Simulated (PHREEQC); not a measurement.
Model water analysis in mg/L, 49 °C, pH 6.11, pe 9.8:

| constituent | mg/L |
|---|---|
| Na | 0.83 |
| K | 0.495 |
| Ca | 1.73 |
| Mg | 0.218 |
| Cl | 0.744 |
| S(6) as SO4 | 1.73 |
| Alkalinity as HCO3 | 5.87 |
| Zn | 0.00196 |
| Pb | 0.0829 |
| O(0) (dissolved oxygen) | 0.0185 |
| B | 0.00137 |
| Sr | 0.0203 |

Valence states are taken as typed.

Computed with PHREEQC (ion-association model, phreeqc.dat).

No solid was allowed to form.

Task: Estimate the charge-balance error.

Result: charge-balance error 0.4 %.

Task: In which forms is Zn present?

Result: Zn+2 98 %, ZnHCO3+ 1.1 %, ZnOH+ 0.7 % of the Zn.

Complexes and solids missing from the database can't appear. Away from 25 °C the constants follow the database's enthalpies or fits; those with neither stay at their 25 °C values.
